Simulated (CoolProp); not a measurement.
C2F6 (R116) at several states: density (kg/m³) from the reference equation and from simpler models built on Tc = 293.0 K, pc = 30.48 bar, ω = 0.257; each cubic takes its own stable root.

The numbers come from the reference Helmholtz-energy equation of state, Lemmon 2006 in CoolProp. It is a short technical equation, of lower accuracy than the large ones.

```
T (K)  p (bar)          phase  reference
-----  -------  -------------  ---------
245.3     12.9         liquid       1353
275.2     3.17            gas      20.01
299.5    0.705            gas      3.936
283.7       12            gas      84.43
187.5     30.5         liquid       1650
339.6     42.8  supercritical      310.0
```

Problem. How far does each simpler model (Redlich-Kwong, Soave-Redlich-Kwong) lie from the reference over these 6 states: mean and median of the absolute difference, and the worst?

Solution. 
- Redlich-Kwong: mean 4.2 %, median 3.0 %, worst -12.0 % at 245.3 K and 12.9 bar
- Soave-Redlich-Kwong: mean 2.3 %, median 1.1 %, worst -7.4 % at 245.3 K and 12.9 bar
